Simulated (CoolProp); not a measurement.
Vapour-liquid equilibrium of ethane (1) + propane (2) at -40.95 °C; x and y are mole fractions of (1).

Model: multi-fluid Helmholtz-energy mixture model, Bücker 2006 and Lemmon 2009; pair parameters Kunz 2012, in CoolProp.

| x | bubble pressure, mixture model (MPa) | bubble pressure, Raoult's law (MPa) | y, mixture model | y, Raoult's law |
|---|---|---|---|---|
| 0.05 | 0.1358 | 0.1390 | 0.245 | 0.271 |
| 0.2 | 0.2227 | 0.2360 | 0.599 | 0.639 |
| 0.35 | 0.3115 | 0.3330 | 0.758 | 0.792 |
| 0.5 | 0.4047 | 0.4301 | 0.852 | 0.876 |
| 0.65 | 0.5033 | 0.5271 | 0.914 | 0.929 |
| 0.8 | 0.6076 | 0.6241 | 0.958 | 0.966 |
| 0.95 | 0.7164 | 0.7212 | 0.991 | 0.993 |

The largest gap from Raoult's law is -6.5 % in bubble pressure, at x = 0.35. No azeotrope shows between x = 0.05 and 0.95.

Pair parameters are fitted to limited data, so mixtures are less certain than the pure fluids.
